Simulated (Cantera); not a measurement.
An adiabatic, constant-volume homogeneous reactor starts with H2 : O2 : N2 = 1 : 1.39 : 5.22 (molar parts), equivalence ratio 0.36, at 1475 K and 4.64 atm. Integrator tolerance rtol = 1e-08.

Computed with Cantera and GRI-Mech 3.0 (53 species, 325 reactions). The hydrogen kinetics of GRI-Mech 3.0 are dated; newer H2 mechanisms differ, most at raised pressure.

```csv
quantity,before,after
time of steepest temperature rise,3.65 µs,4.06 µs
temperature at 0.400 s,2499 K,2542 K
equilibrium temperature,2499 K,2542 K
x(H2) at 0.400 s,0.000871 (gas-phase equilibrium 0.000871),0.00133 (gas-phase equilibrium 0.00133)
x(O2) at 0.400 s,0.114 (gas-phase equilibrium 0.114),0.0778 (gas-phase equilibrium 0.0778)
x(NO2) at 0.400 s,2.91e-5 (gas-phase equilibrium 2.91e-5),2.10e-5 (gas-phase equilibrium 2.10e-5)
x(N2O) at 0.400 s,2.36e-6 (gas-phase equilibrium 2.36e-6),2.21e-6 (gas-phase equilibrium 2.21e-6)
x(H2O2) at 0.400 s,8.75e-7 (gas-phase equilibrium 8.75e-7),8.27e-7 (gas-phase equilibrium 8.27e-7)
x(HO2) at 0.400 s,1.73e-5 (gas-phase equilibrium 1.73e-5),1.48e-5 (gas-phase equilibrium 1.48e-5)
x(O) at 0.400 s,0.00179 (gas-phase equilibrium 0.00179),0.00181 (gas-phase equilibrium 0.00181)
```

Q: Which change was made?
A. O2 1.39 to 1.1 parts
B. initial temperature 1475 to 1423 K
C. pressure from 4.64 atm to 0.484 atm
D. constant pressure in place of constant volume

A: A, O2 1.39 to 1.1 parts
